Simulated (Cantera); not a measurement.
An adiabatic, constant-pressure homogeneous reactor starts with CH₄ : O₂ : N₂ : CO₂ = 1 : 2 : 7.52 : 0.37 (molar parts), equivalence ratio 1.0, at 1600 K and 1.00 bar.

Detailed kinetics in Cantera: GRI-Mech 3.0 (53 species, 325 reactions).

### Question
Predict: time of steepest temperature rise; temperature at 3.00 s; equilibrium temperature; x(O₂) at 3.00 s; x(CO₂) at 3.00 s; x(H₂O) at 3.00 s; x(NO) at 3.00 s.

### Answer
| Quantity | Value |
|---|---|
| time of steepest temperature rise | 0.495 ms |
| temperature at 3.00 s | 2716 K |
| equilibrium temperature | 2716 K |
| x(O₂) at 3.00 s | 0.0222 (gas-phase equilibrium 0.0222) |
| x(CO₂) at 3.00 s | 0.0701 (gas-phase equilibrium 0.0701) |
| x(H₂O) at 3.00 s | 0.147 (gas-phase equilibrium 0.147) |
| x(NO) at 3.00 s | 0.00969 (gas-phase equilibrium 0.00969) |
